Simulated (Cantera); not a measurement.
A closed system holds: 1 mol Nb, 5.2 mol H2O, at 2123.15 K and 7.50 Torr.

Equilibrium computed with Cantera from the NASA thermochemical tables; the gas is ideal and each condensed phase is pure. Candidate condensed phases: H2O, Nb, NbO, NbO2, Nb2O5; 12 gas species. Condensed phases not in the tables: the oxides between NbO2 and Nb2O5. The numbers say what is thermodynamically allowed, not how fast it happens.

Base state: H2O 0.508, H2 0.463, H 0.0244, OH 0.00332, NbO2 0.00108, O 0.000124, O2 5.81e-5 (mole fractions); condensed: Nb2O5(l).

**Question.** What changes in the equilibrium state with this change: temperature from 2123.15 K to 2323 K?

**Answer.** 
```
species          before     after
-------------  --------  --------
H2O               0.508     0.480
H2                0.463     0.421
H                0.0244    0.0707
NbO2            0.00108    0.0130
OH              0.00332    0.0134
NbO             7.36e-7   1.73e-5
O2              5.81e-5  0.000725
O              0.000124   0.00153
Nb2O5(l), mol     0.497     0.464
```
